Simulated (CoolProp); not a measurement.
A single-stage vapour-compression cycle with R407C: evaporating at 264.15 K (dew point), condensing at 285.15 K (bubble point), superheat 2 K, subcooling 0 K, compressor efficiency 0.85, no pressure losses. Each further row changes one setting.

Values from CoolProp's reference Helmholtz-energy equation of state, Lemmon 2003. It is a pseudo-pure fit of the blend.

| case | cooling COP | pressure ratio | discharge temperature (K) | refrigerating effect (kJ/kg) | volumetric capacity (kJ/m³) |
|---|---|---|---|---|---|
| as stated | 7.28 | 2.48 | 305.8 | 189 | 2680 |
| evaporating temperature 269.15 K | 9.30 | 2.06 | 303.1 | (withheld) | (withheld) |
| condensing temperature 280.15 K | 9.12 | (withheld) | (withheld) | 197 | 2790 |
| subcooling 5 K | 7.56 | 2.48 | 305.8 | 197 | 2790 |
| superheat 12 K | (withheld) | 2.48 | 316.2 | 198 | 2670 |
| compressor efficiency 0.75 | (withheld) | 2.48 | 309.3 | 189 | 2680 |

Question: What belongs in the gaps?

Answer: 
- evaporating temperature 269.15 K, refrigerating effect (kJ/kg): 192
- evaporating temperature 269.15 K, volumetric capacity (kJ/m³): 3250
- condensing temperature 280.15 K, pressure ratio: 2.13
- condensing temperature 280.15 K, discharge temperature (K): 298.9
- superheat 12 K, cooling COP: 7.24
- compressor efficiency 0.75, cooling COP: 6.43
